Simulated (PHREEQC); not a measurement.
Model water analysis in mg/L, 77 °C, pH 7.09, pe 9.9: Na 4.05; K 0.396; Ca 15.6; Mg 0.622; Cl 8.96; S(6) as SO4 12.9; Alkalinity as HCO3 31.8; B 0.0425; Cd 0.0128; Li 0.0101; Pb 0.0429; Sr 0.552.

Valence states are taken as typed.

Model: ion-association model, phreeqc.dat, run in PHREEQC.

- ionic strength: 0.00154 mol/kgw
- specific conductance: 276 µS/cm
- charge-balance error: -0.6 %

```json
[
 {"species": "HCO3-", "molality": "0.000511", "activity": "0.000487", "log γ": "-0.021"},
 {"species": "Ca+2", "molality": "0.000377", "activity": "0.000311", "log γ": "-0.083"},
 {"species": "O2", "molality": "0.000357", "activity": "0.000357", "log γ": "0.000"},
 {"species": "Cl-", "molality": "0.000253", "activity": "0.000241", "log γ": "-0.021"},
 {"species": "Na+", "molality": "0.000176", "activity": "0.000168", "log γ": "-0.021"},
 {"species": "SO4-2", "molality": "0.000125", "activity": "0.000103", "log γ": "-0.084"},
 {"species": "CO2", "molality": "8.43e-5", "activity": "8.43e-5", "log γ": "0.000"},
 {"species": "Mg+2", "molality": "2.39e-5", "activity": "1.97e-5", "log γ": "-0.083"},
 {"species": "K+", "molality": "1.01e-5", "activity": "9.63e-6", "log γ": "-0.021"},
 {"species": "CaSO4", "molality": "7.93e-6", "activity": "7.93e-6", "log γ": "0.000"},
 {"species": "Sr+2", "molality": "5.90e-6", "activity": "4.87e-6", "log γ": "-0.083"}
]
```

This is a speciation only: nothing precipitates in the calculation. At this temperature some constants are extrapolated from 25 °C, and those without enthalpy data are left unchanged.
